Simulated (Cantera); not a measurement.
A Cantera script and what it prints.

```python
import numpy as np
import cantera as ct

gas_names = """
    H2 P4O10 H2O2 P2
""".split()
cond_names = """

""".split()


# ... load() reads the species with a 1 bar reference pressure and builds the phases ...
species = {s.name: s for s in load("nasa_gas.yaml", gas_names) + load("nasa_condensed.yaml", cond_names)}
# Each term lists the table entries of one substance; the one whose range holds T is used.
reactions = {
    '5 H2(g) + P4O10(g) = 5 H2O2(g) + 2 P2(g)':
        [(-5, ['H2']), (-1, ['P4O10']), (5, ['H2O2']), (2, ['P2'])],
}


def pick(names, T):
    return next(species[n] for n in names if species[n].thermo.min_temp <= T <= species[n].thermo.max_temp)


results = []
for label, terms in reactions.items():
    print(label)
    print("     T/K   dH/kJ  dS/(J/K)   dG/kJ   log10 K")
    for T in [350, 500, 650, 800, 950, 1100]:
        used = [(nu, pick(names, T)) for nu, names in terms]
        dH = sum(nu * s.thermo.h(T) for nu, s in used) / 1e6
        dS = sum(nu * s.thermo.s(T) for nu, s in used) / 1e3
        dG = dH - T * dS / 1e3
        logK = -dG * 1e6 / (ct.gas_constant * T * np.log(10))
        results.append((label, T, dH, dS, dG, logK, [s.name for _, s in used]))
        print(f"{T:8g} {dH:8.1f} {dS:8.1f} {dG:8.1f} {logK:8.2f}")
```

It prints:

```
5 H2(g) + P4O10(g) = 5 H2O2(g) + 2 P2(g)
     T/K   dH/kJ  dS/(J/K)   dG/kJ   log10 K
     350   2506.6    541.5   2317.1  -345.80
     500   2495.2    514.5   2238.0  -233.80
     650   2483.2    493.5   2162.5  -173.77
     800   2471.5    477.2   2089.7  -136.44
     950   2460.0    464.1   2019.1  -111.02
    1100   2449.4    453.7   1950.3   -92.61
```

Standard-state values (1 bar) from the NASA 1993 polynomials, evaluated with Cantera. Condensed species are held in their standard states even where they would react or evaporate.
